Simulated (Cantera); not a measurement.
# Hydrogen reduction and annealing atmospheres: CuO + H2

Input: 1 mol CuO, 2800 mol H2, equilibrated at 1325 °C and 27000 Pa.

Method: chemical equilibrium by Gibbs-energy minimisation in Cantera with the NASA 1993 tables (ideal gas, pure condensed phases). Candidate condensed phases: Cu, CuO, Cu(OH)2, Cu2O, H2O; 12 gas species. Equilibrium is a limit: real reactors are often held back by kinetics, nucleation or transport.

The x(H2) is 0.999, the x(H2O) is 0.000357 and the x(Cu) comes out as 0.000143. The x(H) is 0.000103 and the n(Cu(l)) is 0.598 mol. The gas amount is 2801 mol.
